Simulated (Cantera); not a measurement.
**SiF₄ + NH₃ (silicon nitride deposition)**

Charge: 1 mol SiF₄, a varied amount of NH₃, equilibrated at 700 °C and 38.0 Pa.

Equilibrium computed with Cantera from the NASA thermochemical tables; the gas is ideal and each condensed phase is pure. Candidate condensed phases: Si, Si₃N₄; 37 gas species. The tables' values for SiF₃ are old estimates; treat these amounts as uncertain. Equilibrium is a limit: real reactors are often held back by kinetics, nucleation or transport.

```csv
n(NH₃) (mol),x SiF₄,x H₂,x N₂,x HF,x SiHF₃,x SiF₃,x SiH₂F₂,x SiF₂,n Si₃N₄(s)
0.15,0.769,0.173,0.0577,0.000527,0.000346,0.000180,8.36e-8,9.97e-8,0
0.25,0.666,0.249,0.0833,0.000616,0.000370,0.000161,1.10e-7,9.12e-8,1.06e-5
0.42,0.543,0.342,0.114,0.000722,0.000353,0.000131,1.23e-7,7.42e-8,3.65e-5
0.71,0.413,0.439,0.147,0.000797,0.000312,0.000102,1.27e-7,5.95e-8,7.71e-5
1.2,0.294,0.529,0.176,0.000828,0.000257,7.67e-5,1.21e-7,4.72e-8,0.000140
2,0.200,0.599,0.200,0.000818,0.000201,5.62e-5,1.09e-7,3.73e-8,0.000233
3.4,0.128,0.653,0.218,0.000775,0.000148,3.97e-5,9.20e-8,2.90e-8,0.000381
5.8,0.0791,0.690,0.230,0.000713,0.000105,2.74e-5,7.51e-8,2.24e-8,0.000609
9.8,0.0483,0.713,0.238,0.000644,7.35e-5,1.88e-5,6.00e-8,1.73e-8,0.000947
17,0.0284,0.728,0.243,0.000572,4.97e-5,1.26e-5,4.66e-8,1.32e-8,0.00149
28,0.0174,0.737,0.246,0.000510,3.45e-5,8.71e-6,3.68e-8,1.03e-8,0.00221
```
x: gas mole fraction; n: condensed amount in mol.

At 0.15 mol NH₃ nothing is condensed. From 0.25 mol NH₃ to 28 mol NH₃ the condensed part is Si₃N₄(s). The main Si-bearing gas is SiF₄ throughout.
